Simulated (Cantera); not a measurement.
Feed: 1 mol CH₄, 0.16 mol H₂O, 16 mol H₂, held at 1425 K and 4.00 bar.

These are equilibrium values from Cantera (NASA tables, ideal gas, pure condensed phases), not measurements of a reactor. Rates play no part.

```
species             before     after
----------------  --------  --------
H₂                   0.977     0.932
CO                 0.00876    0.0573
H₂O               0.000104   0.00993
CH₄                 0.0144  0.000854
CO₂                4.09e-7  0.000268
C(graphite), mol     0.582         0
```
Gas species are given as mole fractions.

**Question.** What was changed between the two runs?
A) temperature from 1425 K to 2150 K
B) temperature from 1425 K to 2875 K
C) temperature from 1425 K to 2298 K
D) CH₄ replaced by CO

**Answer.** D, CH₄ replaced by CO
